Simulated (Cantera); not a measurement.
Charge: 1 mol BN, 17 mol O2, 4.5 mol N2, held at 96.0 mbar.

Cantera equilibrium calculation (NASA polynomials, part measured and part estimated; ideal gas, pure solids and liquids). Candidate condensed phases: B, BN, B2O3; 17 gas species. Kinetics and transport are ignored.

### Question
Which condensed phases are stable at each of these points (T (K)): 750, 850, 950, 1050, 1150, 1250, 1350, 1450, 1550, 1650, 1750, 1850, 1950, 2050?

### Answer
| T (K) | condensed phases | B condensed (%) |
|---|---|---|
| 750 | B2O3(l) | 100.0 |
| 850 | B2O3(l) | 100.0 |
| 950 | B2O3(l) | 100.0 |
| 1050 | B2O3(l) | 100.0 |
| 1150 | B2O3(l) | 100.0 |
| 1250 | B2O3(l) | 100.0 |
| 1350 | B2O3(l) | 100.0 |
| 1450 | B2O3(l) | 99.6 |
| 1550 | B2O3(l) | 97.1 |
| 1650 | B2O3(l) | 83.2 |
| 1750 | B2O3(l) | 19.1 |
| 1850 | gas only | 0.0 |
| 1950 | gas only | 0.0 |
| 2050 | gas only | 0.0 |

From 750 K to 1750 K the condensed part is B2O3(l). From 1850 K to 2050 K nothing is condensed.
